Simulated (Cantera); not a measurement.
Charge: 1 mol C₃H₈, 1.1 mol CO₂, equilibrated at 83.0 bar.

These are equilibrium values from Cantera (NASA tables, ideal gas, pure condensed phases), not measurements of a reactor. Candidate condensed phases: C, C₆H₆, C₇H₈, C₈H₁₈, H₂O; 110 gas species. The ideal-gas law is rough above about 30 bar. Rates play no part. All values below are at 2073 K.

Base state: H₂ 0.628, CO 0.358, CH₄ 0.0115, H₂O 0.00165, C₂H₂ (acetylene) 0.000769, H 0.000229, CO₂ 0.000194, C₂H₄ 0.000182 (mole fractions); condensed: C(graphite).

Q: What changes in the equilibrium state with this change: pressure from 83.0 bar to 1.90 bar?

A: 
```csv
species,before,after
H₂,0.628,0.643
CO,0.358,0.355
H,0.000229,0.00153
CH₄,0.0115,0.000276
CO₂,0.000194,4.37e-6
H₂O,0.00165,3.84e-5
C₂H₄,0.000182,4.37e-6
CH₃,8.22e-5,1.29e-5
"C(graphite), mol",1.83,1.89
```
